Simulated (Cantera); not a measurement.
## Thermodynamics of chlorosilane synthesis and conversion, feed SiCl4 + H2

Input: 1 mol SiCl4, 2.3 mol H2, at 573.15 K and 0.100 bar.

Equilibrium computed with Cantera from the NASA thermochemical tables; the gas is ideal and each condensed phase is pure. Candidate condensed phases: Si; 19 gas species. Equilibrium is a limit: real reactors are often held back by kinetics, nucleation or transport.

```json
{
 "x(H2)": "0.695",
 "x(SiCl4)": "0.301",
 "x(HCl)": "0.00172",
 "x(SiHCl3)": "0.00172",
 "gas_amount": "3.300 mol",
 "log10 activity of Si(s) (absent)": "-6.57"
}
```
